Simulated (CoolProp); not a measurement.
R21 along the isotherm 473 K: fugacity coefficient from the reference equation and from simpler models built on Tc = 452.7 K, pc = 5289 kPa, ω = 0.206; each cubic takes its own stable root.

Values from CoolProp's reference Helmholtz-energy equation of state, Platzer 1990. This equation is an older, rougher fit; its heat capacities, sound speeds and derivatives of the liquid may be far off and weren't checked against measurements.

```
p (kPa)          phase  reference  Redlich-Kwong  Soave-Redlich-Kwong  Peng-Robinson
-------  -------------  ---------  -------------  -------------------  -------------
496                gas     0.9731         0.9720               0.9725         0.9692
992                gas     0.9464         0.9443               0.9453         0.9389
1490               gas     0.9196         0.9169               0.9183         0.9090
1980               gas        [?]            [?]               0.8920         0.8801
2480               gas     0.8666         0.8630               0.8654         0.8511
2970               gas     0.8405         0.8367               0.8396         0.8231
3470               gas     0.8137         0.8099               0.8134         0.7949
3970               gas     0.7870         0.7833               0.7873            [?]
4460               gas     0.7607         0.7572               0.7618         0.7401
4960               gas     0.7336         0.7305               0.7358            [?]
5450     supercritical     0.7067         0.7041               0.7101         0.6860
5950     supercritical     0.6788         0.6765               0.6836         0.6586
6450     supercritical     0.6502         0.6480               0.6565         0.6311
6940     supercritical     0.6217         0.6196               0.6295         0.6040
7440     supercritical     0.5935         0.5922               0.6029         0.5775
7930     supercritical     0.5679         0.5678               0.5789         0.5534
```

Q: Complete the blanks.

A: 
- 1980, reference: 0.8933
- 1980, Redlich-Kwong: 0.8901
- 3970, Peng-Robinson: 0.7671
- 4960, Peng-Robinson: 0.7127
